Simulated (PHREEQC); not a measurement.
Synthetic water in mmol/kgw, 69 °C, pH 6.2:

| constituent | mmol/kgw |
|---|---|
| Na | 28.5 |
| K | 4.1 |
| Ca | 2.02 |
| Mg | 41.9 |
| Cl | 105 |
| S(6) | 6.66 |
| Alkalinity (meq/kgw) | 0.0149 |

Cl is adjusted to close the charge balance.
Valence states are taken as typed.

The numbers come from PHREEQC with the Pitzer model, pitzer.dat.

Each row changes one thing in this solution. No solid was allowed to form.

```json
[
 {"case": "as made", "HCO3- (mol/kgw)": "1.46e-5", "CO2 (mol/kgw)": "1.22e-5", "MgOH+ (mol/kgw)": "1.04e-6", "HSO4- (mol/kgw)": "3.13e-7", "MgCO3 (mol/kgw)": "2.35e-8", "CO3-2 (mol/kgw)": "6.78e-9", "SI of Gypsum (CaSO4:2H2O)": "-1.50", "SI of Magnesite (MgCO3)": "-2.87"},
 {"case": "S(6) from 6.66 to 20 mmol/kgw", "HCO3- (mol/kgw)": "1.53e-5", "CO2 (mol/kgw)": "?", "MgOH+ (mol/kgw)": "9.86e-7", "HSO4- (mol/kgw)": "9.89e-7", "MgCO3 (mol/kgw)": "2.20e-8", "CO3-2 (mol/kgw)": "6.88e-9", "SI of Gypsum (CaSO4:2H2O)": "-1.07", "SI of Magnesite (MgCO3)": "-2.90"},
 {"case": "pH from 6.2 to 6.5 at the same alkalinity", "HCO3- (mol/kgw)": "?", "CO2 (mol/kgw)": "5.25e-6", "MgOH+ (mol/kgw)": "2.08e-6", "HSO4- (mol/kgw)": "1.57e-7", "MgCO3 (mol/kgw)": "4.03e-8", "CO3-2 (mol/kgw)": "1.16e-8", "SI of Gypsum (CaSO4:2H2O)": "-1.50", "SI of Magnesite (MgCO3)": "-2.64"},
 {"case": "Na from 28.5 to 57 mmol/kgw", "HCO3- (mol/kgw)": "1.46e-5", "CO2 (mol/kgw)": "?", "MgOH+ (mol/kgw)": "9.78e-7", "HSO4- (mol/kgw)": "3.05e-7", "MgCO3 (mol/kgw)": "2.23e-8", "CO3-2 (mol/kgw)": "7.26e-9", "SI of Gypsum (CaSO4:2H2O)": "-1.54", "SI of Magnesite (MgCO3)": "-2.90"}
]
```

### Question
What belongs in the gaps?

### Answer

- S(6) from 6.66 to 20 mmol/kgw, CO2 (mol/kgw): 1.27e-5
- pH from 6.2 to 6.5 at the same alkalinity, HCO3- (mol/kgw): 1.25e-5
- Na from 28.5 to 57 mmol/kgw, CO2 (mol/kgw): 1.21e-5

Complexes and solids missing from the database can't appear. At this temperature some constants are extrapolated from 25 °C, and those without enthalpy data are left unchanged.
